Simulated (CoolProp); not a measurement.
The fluid at 419.28 K and 0.355 MPa (gas) is heated at constant pressure to 464.9 K. The same conditions are run with several fluids, on thermodynamics alone (safety and materials aside).

The numbers come from the reference Helmholtz-energy equation of state of each fluid (the fluoroketone C6F12O (FK-5-1-12): McLinden 2015; R123: Younglove 1994; R365MFC: Lemmon 2016; ethanol: Schroeder 2014; propylene: Lemmon 2013) in CoolProp.

Q: Rank the fluoroketone C6F12O (FK-5-1-12), R123, R365MFC, ethanol, propylene by heat (kJ/kg), highest first.

A: propylene (94.9), ethanol (93.1), R365MFC (57.3), the fluoroketone C6F12O (FK-5-1-12) (46.6), R123 (38.2)

| fluid | final density (kg/m³) |
|---|---|
| the fluoroketone C6F12O (FK-5-1-12) | 30.8 |
| R123 | 14.5 |
| R365MFC | 14.2 |
| ethanol | 4.35 |
| propylene | 3.91 |
